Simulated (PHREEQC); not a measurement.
**Acid rinse or clean: speciation**

Solution (25 °C): 0.0075 mol H2SO4, 3.4e-05 mol CdCl2 and 0.0016 mol KCl per kg of water. Closed to the air; pH follows from the charge balance.

Model: ion-association model, wateq4f.dat, run in PHREEQC.

This is a speciation only: nothing precipitates in the calculation.

**Question.** What pH, ionic strength does the model give?

**Answer.** pH 1.97; ionic strength 0.0179 mol/kgw.

**Question.** In which forms is S present?

**Answer.** SO4-2 58 %, HSO4- 41 % of the S.

Complexes and solids missing from the database can't appear.
